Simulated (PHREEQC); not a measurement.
# Leach liquor (model solution)

A solution holds 0.01 mol H2SO4, 0.00015 mol FeSO4 and 0.12 mol MnSO4 per kg of water, at 25 °C. Closed to the air; pH follows from the charge balance.

Model: ion-association model, phreeqc.dat, run in PHREEQC.

Each row changes one thing in this solution. Precipitation was switched off in this run.

```tsv
case	pH	ionic strength (mol/kgw)	Mn+2 (mol/kgw)	SO4-2 (mol/kgw)	MnSO4 (mol/kgw)	HSO4- (mol/kgw)	SI of Melanterite (FeSO4:7H2O)
as made	2.24	0.267	0.0656	0.0630	0.0544	0.0126	-4.20
FeSO4 from 0.00015 to 0.00075 mol/kgw	2.24	0.268	0.0655	0.0633	?	0.0126	-3.50
H2SO4 replaced by (NH4)2SO4 at the same molality	5.88	0.276	0.0632	0.0699	0.0568	3.18e-6	-4.17
0.028 mol/kgw Al2(SO4)3 added	2.27	0.335	0.0653	0.0752	0.0547	?	-4.20
temperature from 25 to 65 °C	2.46	0.214	0.0537	?	0.0663	0.0156	-4.78
temperature from 25 to 55 °C	2.40	0.225	0.0561	0.0513	0.0639	0.0149	-4.65
H2SO4 from 0.01 to 0.1 mol/kgw	1.19	0.366	0.0747	0.0583	0.0453	0.117	-4.36
```

Q: Complete the blanks.

A: 
- FeSO4 from 0.00015 to 0.00075 mol/kgw, MnSO4 (mol/kgw): 0.0545
- 0.028 mol/kgw Al2(SO4)3 added, HSO4- (mol/kgw): 0.0130
- temperature from 25 to 65 °C, SO4-2 (mol/kgw): 0.0482

Complexes and solids missing from the database can't appear. At this temperature some constants are extrapolated from 25 °C, and those without enthalpy data are left unchanged.
